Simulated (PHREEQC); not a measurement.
PHREEQC input (Pitzer model, pitzer.dat):

```
SOLUTION 1
  temp 25
  units mol/kgw
  pH 7 charge
  S(6) 0.01
  Na 0.722
  Cl 0.46
  C(4) 0.041
END
USE solution 1
INCREMENTAL_REACTIONS false
REACTION 1
  H2O -1
  0 9.886 18.011 24.689 30.178 34.689 38.397 41.444
  43.949 46.007 47.699 49.089 50.232 51.172 51.944 52.578
  53.1 53.528 53.88 54.17 54.408 54.603 moles
EQUILIBRIUM_PHASES 1
  Burkeite 0 0
  Halite 0 0
  Mirabilite 0 0
  Nahcolite 0 0
  Natron 0 0
  Thenardite 0 0
  Trona 0 0
SELECTED_OUTPUT 1
  -reset false
  -pH true
  -pe true
  -ionic_strength true
  -water true
  -activities H2O
  -totals C Cl Na S
  -molalities H+ Na+ Cl- CO3-2 SO4-2 OH- HCO3- CO2 HSO4-
  -equilibrium_phases Burkeite Halite Mirabilite Nahcolite Natron Thenardite Trona
PRINT
  -reset false
END
```

Selected output (columns that matter, 19 of 22 rows; water left (kg) added in front):

```
water left (kg)	pH	mu	C	Cl	Na	S	m_Na+	m_Cl-	m_CO3-2	m_SO4-2	m_OH-	la_H2O	Burkeite	Halite
1	12.994	0.77298	0.041	0.46	0.722	0.01	0.722	0.46	0.040983	0.01	0.16002	-0.0098132	0	0
0.821894	13.071	0.94049	0.049885	0.55968	0.87846	0.012167	0.87846	0.55968	0.049869	0.012167	0.19469	-0.011967	0	0
0.675514	13.15	1.1443	0.060695	0.68096	1.0688	0.014804	1.0688	0.68096	0.06068	0.014804	0.23687	-0.014619	0	0
0.456313	13.311	1.694	0.089851	1.0081	1.5822	0.021915	1.5822	1.0081	0.089838	0.021915	0.35065	-0.021989	0	0
0.375043	13.395	2.0611	0.10932	1.2265	1.9251	0.026664	1.9251	1.2265	0.10931	0.026664	0.42663	-0.027119	0	0
0.30824	13.482	2.5078	0.13301	1.4923	2.3423	0.032442	2.3423	1.4923	0.133	0.032442	0.51909	-0.033622	0	0
0.253345	13.572	3.0512	0.16183	1.8157	2.8499	0.039472	2.8499	1.8157	0.16183	0.039472	0.63156	-0.041958	0	0
0.208215	13.667	3.7125	0.19691	2.2093	3.4676	0.048027	3.4676	2.2093	0.1969	0.048027	0.76844	-0.052795	0	0
0.171138	13.769	4.5168	0.23957	2.6879	4.2188	0.058432	4.2188	2.6879	0.23957	0.058432	0.93492	-0.067086	0	0
0.140655	13.879	5.4957	0.29149	3.2704	5.1331	0.071096	5.1331	3.2704	0.29149	0.071096	1.1375	-0.086257	0	0
0.0950206	14.132	8.0785	0.43149	4.7845	7.5418	0.10524	7.5418	4.7845	0.43148	0.10524	1.6838	-0.14699	0	0.0053747
0.0780855	14.278	8.5126	0.52507	4.5041	7.8594	0.12806	7.8594	4.5041	0.52506	0.12806	2.049	-0.15391	0	0.10829
0.0641772	14.44	9.0468	0.63886	4.1697	8.2522	0.15582	8.2522	4.1697	0.63885	0.15582	2.4931	-0.16325	0	0.1924
0.0527551	14.619	9.6713	0.77184	3.7863	8.7206	0.17889	8.7206	3.7863	0.77184	0.17889	3.0329	-0.17579	0.00028145	0.26026
0.0433507	14.81	10.165	0.89199	3.4294	9.1504	0.12311	9.1504	3.4294	0.89199	0.12311	3.6908	-0.19106	0.0023314	0.31133
0.0292982	15.295	11.802	1.2498	2.465	10.51	0.042057	10.51	2.465	1.2498	0.042057	5.4611	-0.2451	0.0043839	0.38778
0.0240736	15.613	13.087	1.505	1.8687	11.563	0.019134	11.563	1.8687	1.505	0.019134	6.6463	-0.29323	0.0047697	0.41501
0.0197858	16.003	14.821	1.8228	1.2459	12.991	0.0066539	12.991	1.2459	1.8228	0.0066539	8.0866	-0.36697	0.0049342	0.43535
0.0162727	16.495	17.157	2.2131	0.68086	14.943	0.0015419	14.943	0.68086	2.2131	0.0015419	9.8324	-0.48288	0.0049875	0.44892
```
